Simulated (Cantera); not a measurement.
An adiabatic, constant-volume homogeneous reactor starts with CH₄ : CO : O₂ : N₂ = 1 : 0.42 : 5.26 : 19.8 (molar parts), equivalence ratio 0.42, at 1498 K and 18.0 bar. Integrator tolerance rtol = 1e-08.

Computed with Cantera and GRI-Mech 3.0 (53 species, 325 reactions). The pressure lies above the range GRI-Mech 3.0 was tuned for (to about 10 atm).

**Question.** What does this change do: pressure from 18.0 bar to 10.0 bar?

**Answer.** 
| quantity | before | after |
|---|---|---|
| time of steepest temperature rise | 83.3 µs | 0.134 ms |
| temperature at 0.500 s | 2549 K | 2540 K |
| equilibrium temperature | 2549 K | 2540 K |
| x(CH₄) at 0.500 s | <1e-12 (gas-phase equilibrium <1e-12) | <1e-12 (gas-phase equilibrium <1e-12) |
| x(CO) at 0.500 s | 0.00140 (gas-phase equilibrium 0.00140) | 0.00177 (gas-phase equilibrium 0.00177) |
| x(O₂) at 0.500 s | 0.106 (gas-phase equilibrium 0.106) | 0.106 (gas-phase equilibrium 0.106) |
| x(C₂H₆) at 0.500 s | <1e-12 (gas-phase equilibrium <1e-12) | <1e-12 (gas-phase equilibrium <1e-12) |
| x(CH₃) at 0.500 s | <1e-12 (gas-phase equilibrium <1e-12) | <1e-12 (gas-phase equilibrium <1e-12) |
| x(C₂H) at 0.500 s | <1e-12 (gas-phase equilibrium <1e-12) | <1e-12 (gas-phase equilibrium <1e-12) |
| x(NO₂) at 0.500 s | 5.74e-5 (gas-phase equilibrium 5.74e-5) | 4.24e-5 (gas-phase equilibrium 4.24e-5) |

**Question.** What does this change do: pressure from 18.0 bar to 0.470 bar?

**Answer.** 
| quantity | before | after |
|---|---|---|
| time of steepest temperature rise | 83.3 µs | 1.57 ms |
| temperature at 0.500 s | 2549 K | 2461 K |
| equilibrium temperature | 2549 K | 2461 K |
| x(CH₄) at 0.500 s | <1e-12 (gas-phase equilibrium <1e-12) | <1e-12 (gas-phase equilibrium <1e-12) |
| x(CO) at 0.500 s | 0.00140 (gas-phase equilibrium 0.00140) | 0.00507 (gas-phase equilibrium 0.00507) |
| x(O₂) at 0.500 s | 0.106 (gas-phase equilibrium 0.106) | 0.106 (gas-phase equilibrium 0.106) |
| x(C₂H₆) at 0.500 s | <1e-12 (gas-phase equilibrium <1e-12) | <1e-12 (gas-phase equilibrium <1e-12) |
| x(CH₃) at 0.500 s | <1e-12 (gas-phase equilibrium <1e-12) | <1e-12 (gas-phase equilibrium <1e-12) |
| x(C₂H) at 0.500 s | <1e-12 (gas-phase equilibrium <1e-12) | <1e-12 (gas-phase equilibrium <1e-12) |
| x(NO₂) at 0.500 s | 5.74e-5 (gas-phase equilibrium 5.74e-5) | 8.59e-6 (gas-phase equilibrium 8.59e-6) |

**Question.** What does this change do: pressure from 18.0 bar to 1.00 bar?

**Answer.** 
```csv
quantity,before,after
time of steepest temperature rise,83.3 µs,0.839 ms
temperature at 0.500 s,2549 K,2485 K
equilibrium temperature,2549 K,2485 K
x(CH₄) at 0.500 s,<1e-12 (gas-phase equilibrium <1e-12),<1e-12 (gas-phase equilibrium <1e-12)
x(CO) at 0.500 s,0.00140 (gas-phase equilibrium 0.00140),0.00406 (gas-phase equilibrium 0.00406)
x(O₂) at 0.500 s,0.106 (gas-phase equilibrium 0.106),0.106 (gas-phase equilibrium 0.106)
x(C₂H₆) at 0.500 s,<1e-12 (gas-phase equilibrium <1e-12),<1e-12 (gas-phase equilibrium <1e-12)
x(CH₃) at 0.500 s,<1e-12 (gas-phase equilibrium <1e-12),<1e-12 (gas-phase equilibrium <1e-12)
x(C₂H) at 0.500 s,<1e-12 (gas-phase equilibrium <1e-12),<1e-12 (gas-phase equilibrium <1e-12)
x(NO₂) at 0.500 s,5.74e-5 (gas-phase equilibrium 5.74e-5),1.28e-5 (gas-phase equilibrium 1.28e-5)
```
